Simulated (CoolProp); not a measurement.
A closed Brayton cycle with carbon dioxide: compressor inlet 332.15 K and 8.9 MPa, high pressure 22.9 MPa, turbine inlet 840 K, compressor efficiency 0.85, turbine efficiency 0.85, recuperator effectiveness 0 (on enthalpy, no pinch check). Each further row changes one setting.

Values from CoolProp's reference Helmholtz-energy equation of state, Span 1996.

```csv
case,thermal efficiency (%),net work (kJ/kg),compressor to turbine work,compressor exit (K),turbine exit (K)
as stated,12.4,69.6,0.42,412.5,731.4
turbine inlet 790 K,[?],[?],[?],412.5,[?]
compressor inlet 342.15 K,11.9,63.8,0.47,428.0,731.4
high pressure 19.5 MPa,10.5,[?],0.40,[?],[?]
recuperator effectiveness 0.5,18.5,69.6,0.42,412.5,731.4
```

Q: Complete the blanks.

A: 
- turbine inlet 790 K, thermal efficiency (%): 12.3
- turbine inlet 790 K, net work (kJ/kg): 61.5
- turbine inlet 790 K, compressor to turbine work: 0.45
- turbine inlet 790 K, turbine exit (K): 685.1
- high pressure 19.5 MPa, net work (kJ/kg): 60.5
- high pressure 19.5 MPa, compressor exit (K): 398.5
- high pressure 19.5 MPa, turbine exit (K): 749.4
